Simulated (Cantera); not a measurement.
# Ammonia decomposition in nitride growth gas

An isothermal, constant-pressure homogeneous reactor starts with 3.45 % NH3, 96.6 % H2, at 2300 K and 100.0 Torr.

Detailed kinetics in Cantera: the gas-phase N/H chemistry of the illustrative SiF4/NH3 mechanism in the Surface Chemkin manual (1991). Walls and surfaces, which speed up NH3 decomposition in real reactors, are not modelled.

```
t (s)       x NH3   x H2     x N2     x NH    x N2H4
-------  --------  -----  -------  -------  --------
0.00100    0.0342  0.964  2.64e-5  9.48e-6  3.56e-10
0.00388    0.0304  0.963  0.00169  4.02e-5   1.35e-9
0.0151     0.0148  0.970  0.00929  3.49e-5  5.70e-10
0.0585   0.000339  0.965   0.0163  8.00e-6  2.93e-12
0.227     7.40e-6  0.957   0.0164  3.82e-7    <1e-12
0.881     1.39e-6  0.957   0.0164  7.17e-8    <1e-12
3.42      3.74e-7  0.957   0.0164  1.93e-8    <1e-12
13.3      2.12e-7  0.957   0.0164  1.10e-8    <1e-12
51.5      2.09e-7  0.957   0.0164  1.08e-8    <1e-12
200       2.09e-7  0.957   0.0164  1.08e-8    <1e-12
```
x: mole fraction; the columns are a selection and need not sum to one.

Equilibrium at this temperature and pressure: NH3 2.09e-7, H2 0.957, N2 0.0164, NH 1.08e-8, N2H4 <1e-12 (gas phase only).
